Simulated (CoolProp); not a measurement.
Aqueous magnesium chloride as a coolant, at 29 °C, 1 atm.

The numbers come from the Melinder's fits for secondary coolants in CoolProp.

| mass % | freezing point (°C) | cp (kJ/(kg K)) | conductivity (W/(m K)) | density (kg/m³) | viscosity (mPa s) |
|---|---|---|---|---|---|
| 1.1 | … | 4.119 | 0.610 | 1005 | 0.893 |
| 4.4 | … | … | … | 1032 | 0.972 |
| 7.7 | -5.4 | … | 0.597 | 1060 | 1.05 |
| 11 | -9.8 | 3.569 | 0.589 | 1089 | 1.23 |
| 14.3 | -15.4 | 3.400 | 0.580 | 1118 | 1.47 |
| 17.6 | -22.4 | … | 0.570 | 1148 | 1.70 |
| 20.9 | -31.5 | 3.094 | 0.560 | 1180 | 2.22 |
| 24.2 | -45.5 | 2.930 | … | 1215 | 5.53 |
| 27.5 | … | 2.717 | 0.532 | 1255 | 76.5 |

### Question
Some entries are withheld; supply them.

### Answer

- 1.1, freezing point (°C): -0.7
- 4.4, freezing point (°C): -2.6
- 4.4, cp (kJ/(kg K)): 3.937
- 4.4, conductivity (W/(m K)): 0.603
- 7.7, cp (kJ/(kg K)): 3.751
- 17.6, cp (kJ/(kg K)): 3.244
- 24.2, conductivity (W/(m K)): 0.549
- 27.5, freezing point (°C): -69.7
